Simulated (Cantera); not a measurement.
An isothermal, constant-pressure homogeneous reactor starts with NO : N2 = 1 : 0.37 (molar parts), at 1950 K and 52000 Pa. Integrator tolerance rtol = 1e-08.

Model: GRI-Mech 3.0 (53 species, 325 reactions), integrated in Cantera.

### Question
What does this change do: pressure from 52000 Pa to 2670 Pa?

### Answer
| quantity | before | after |
|---|---|---|
| x(NO) at 100 s | 0.00783 (gas-phase equilibrium 0.00783) | 0.0105 (gas-phase equilibrium 0.00782) |
| x(N2) at 100 s | 0.631 (gas-phase equilibrium 0.631) | 0.629 (gas-phase equilibrium 0.631) |
| x(NO2) at 100 s | 1.39e-5 (gas-phase equilibrium 1.39e-5) | 4.19e-6 (gas-phase equilibrium 3.14e-6) |
| x(N2O) at 100 s | 2.85e-7 (gas-phase equilibrium 2.85e-7) | 7.57e-8 (gas-phase equilibrium 6.45e-8) |
| x(O) at 100 s | 0.000378 (gas-phase equilibrium 0.000378) | 0.00167 (gas-phase equilibrium 0.00167) |
| x(O2) at 100 s | 0.361 (gas-phase equilibrium 0.361) | 0.359 (gas-phase equilibrium 0.360) |
Radical loss at walls, strong at low pressure, is not modelled.

### Question
What does this change do: temperature 1950 to 1775 K?

### Answer
```
quantity                                            before                                    after
---------------  -----------------------------------------  ---------------------------------------
x(NO) at 100 s     0.00783 (gas-phase equilibrium 0.00783)   0.0167 (gas-phase equilibrium 0.00451)
x(N2) at 100 s         0.631 (gas-phase equilibrium 0.631)      0.627 (gas-phase equilibrium 0.633)
x(NO2) at 100 s    1.39e-5 (gas-phase equilibrium 1.39e-5)  4.15e-5 (gas-phase equilibrium 1.13e-5)
x(N2O) at 100 s    2.85e-7 (gas-phase equilibrium 2.85e-7)  2.60e-7 (gas-phase equilibrium 1.68e-7)
x(O) at 100 s    0.000378 (gas-phase equilibrium 0.000378)  7.98e-5 (gas-phase equilibrium 8.04e-5)
x(O2) at 100 s         0.361 (gas-phase equilibrium 0.361)      0.357 (gas-phase equilibrium 0.363)
```
